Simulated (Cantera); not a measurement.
A freely propagating, adiabatic, planar premixed flame of C₃H₈ : O₂ : N₂ : H₂O = 1 : 6.67 : 26.7 : 5.4 (molar parts), unburnt at 400 K and 1.00 atm; mixture-averaged transport, grid criteria slope 0.08 and curve 0.16, no radiation.

Detailed kinetics in Cantera: GRI-Mech 3.0 (53 species, 325 reactions). GRI-Mech 3.0 was tuned for natural gas; its chemistry of propane as a main component is partial and can be far from experiment. Burning velocities carry a grid error of a few per cent, more on coarse grids.

Predict: laminar burning velocity; thermal thickness; peak x(C₂H₆); peak x(CH₄).


| Quantity | Result |
|---|---|
| laminar burning velocity | 26.2 cm/s |
| thermal thickness | 0.664 mm |
| peak x(C₂H₆) | 0.000506 |
| peak x(CH₄) | 0.00116 |
